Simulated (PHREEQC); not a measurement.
A solution holds 0.15 mol HCl, 0.11 mol Al2(SO4)3 and 0.00011 mol Fe2(SO4)3 per kg of water, at 20 °C. Closed to the air; pH follows from the charge balance.

The numbers come from PHREEQC with the ion-association model, phreeqc.dat.

Each row changes one thing in this solution. No solid was allowed to form.

```csv
case,pH,ionic strength (mol/kgw),AlSO4+ (mol/kgw),HSO4- (mol/kgw),SO4-2 (mol/kgw),Al+3 (mol/kgw),SI of Hematite (Fe2O3),SI of Goethite (FeOOH)
as made,1.21,0.505,0.140,0.0667,0.0435,0.0390,-1.19,-1.59
Al2(SO4)3 from 0.11 to 0.022 mol/kgw,1.02,0.266,0.0232,0.0290,0.00973,0.0185,-1.36,-1.68
HCl left out,3.82,0.311,?,0.000285,0.0630,0.0185,+13.81,+5.91
diluted 2-fold with water,1.46,0.267,?,0.0305,0.0280,0.0201,+0.08,?
HCl from 0.15 to 0.075 mol/kgw,1.55,0.402,0.141,0.0382,?,0.0286,+0.85,-0.57
```

### Question
What belongs in the gaps?

### Answer

- HCl left out, AlSO4+ (mol/kgw): 0.135
- diluted 2-fold with water, AlSO4+ (mol/kgw): 0.0727
- diluted 2-fold with water, SI of Goethite (FeOOH): -0.95
- HCl from 0.15 to 0.075 mol/kgw, SO4-2 (mol/kgw): 0.0507

Species that the database lacks are ignored. Some of these states are supersaturated (in Fe(OH)3(a), Hematite (slow to form), for instance).
